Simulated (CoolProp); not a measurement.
A simple Rankine cycle with n-perfluoropentane: condensing at 304.15 K, boiler at 0.455 MPa, turbine inlet 366.3 K, turbine efficiency 0.7, pump efficiency 0.8, no recuperator. Each further row changes one setting.

Values from CoolProp's reference Helmholtz-energy equation of state, Gao 2022.

```
case                             thermal efficiency (%)  net work (kJ/kg)  heat in (kJ/kg)  turbine exit temperature (K)  volume ratio over the turbine
-------------------------------  ----------------------  ----------------  ---------------  ----------------------------  -----------------------------
as stated                                           6.6              9.29              140                         351.1                           4.54
turbine inlet 386.3 K                               6.3              9.99              159                         371.4                           4.44
condensing temperature 296.15 K                     7.6              11.3              148                         348.4                           6.13
boiler pressure 0.319 MPa                           5.1              7.24              142                         355.5                           3.06
turbine efficiency 0.6                              5.7              7.92              140                         352.6                           4.57
```
